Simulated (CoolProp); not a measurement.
Water at 350.77 K and 0.169 MPa flows at 1.2 m/s in a round tube of 25 mm bore and 1.5 µm roughness, fully developed (64/Re and Nu = 3.66 if laminar; Colebrook and Gnielinski if turbulent). Each further row changes one setting.

Model: reference Helmholtz-energy equation of state, Wagner 2002, in CoolProp.

```json
[
 {"case": "as stated", "Reynolds number": "80000", "Darcy friction factor": "0.0191", "pressure drop (Pa/m)": "536", "heat-transfer coefficient (W/(m² K))": "7920", "mass flow (kg/h)": "2060"},
 {"case": "velocity 2.4 m/s", "Reynolds number": "160000", "Darcy friction factor": "0.0168", "pressure drop (Pa/m)": "1880", "heat-transfer coefficient (W/(m² K))": "14300", "mass flow (kg/h)": "4130"},
 {"case": "diameter 50 mm", "Reynolds number": "160000", "Darcy friction factor": "0.0166", "pressure drop (Pa/m)": "232", "heat-transfer coefficient (W/(m² K))": "7050", "mass flow (kg/h)": "8260"}
]
```

Viscosity comes from a separate model (Huber 2009). Thermal conductivity comes from a separate model (Huber 2012).
